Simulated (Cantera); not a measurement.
An adiabatic, constant-pressure homogeneous reactor starts with CO : H2 : CH4 : O2 : N2 = 1.7 : 0.049 : 1.1 : 3.84 : 14.4 (molar parts), equivalence ratio 0.80, at 1475 K and 2930 Torr.

Cantera simulation using GRI-Mech 3.0 (53 species, 325 reactions); the numbers are that mechanism's predictions, not measurements.

One state of this run: T (K) = 2747; x CO = 0.0311; x H2 = 0.00422; x CH4 = <1e-12; x CH3 = <1e-12; x NO2 = 8.93e-6. x: mole fraction; the columns are a selection and need not sum to one.

### Question
Which value of t (s) does it belong to?
A. 0.000141
B. 0.700
C. 0.000330
D. 6.02e-5

### Answer
B, 0.700
